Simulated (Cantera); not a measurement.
Input: 1 mol AlN, 0.67 mol H2, at 75.0 Torr.

Method: chemical equilibrium by Gibbs-energy minimisation in Cantera with the NASA 1993 tables (ideal gas, pure condensed phases). Candidate condensed phases: Al, AlN; 13 gas species. Equilibrium is a limit: real reactors are often held back by kinetics, nucleation or transport.

### Question
Which condensed phases are stable at each of these points (T (°C)): 1502, 1652, 1802, 1952, 2102, 2252, 2402, 2552?

### Answer
```csv
T (°C),condensed phases,Al condensed (%)
1502,AlN(s),100.0
1652,AlN(s),99.7
1802,AlN(s),98.3
1952,AlN(s),89.6
2102,gas only,0.0
2252,gas only,0.0
2402,gas only,0.0
2552,gas only,0.0
```

From 1502 °C to 1952 °C the condensed part is AlN(s). From 2102 °C to 2552 °C nothing is condensed.
